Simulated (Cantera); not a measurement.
Feed: 1 mol FeS, 0.34 mol SO₃, 0.034 mol O₂, 0.075 mol SO₂, equilibrated at 1073.15 K and 1.30 bar.

These are equilibrium values from Cantera (NASA tables, ideal gas, pure condensed phases), not measurements of a reactor. Candidate condensed phases: Fe, FeO, FeS, FeSO₄, FeS₂, Fe₂O₃, Fe₂(SO₄)₃, Fe₃O₄, S; 12 gas species. Mutual solubility and eutectic melting of coexisting phases are not modelled. FeS: taken at fixed stoichiometry. Gases not in the tables: S₃ to S₇. Kinetics and transport are ignored.

### Question
What is the equilibrium state?

### Answer
```json
{
 "x(SO₂)": "0.964",
 "x(S₂)": "0.0313",
 "x(S₂O)": "0.00440",
 "x(SO)": "6.91e-5",
 "n(FeS(s))": "0.855 mol",
 "n(Fe₃O₄(s))": "0.0483 mol",
 "gas_amount": "0.5406 mol",
 "log10 activity of S(l) (absent)": "-1.24",
 "log10 activity of Fe(α) (absent)": "-3.84"
}
```
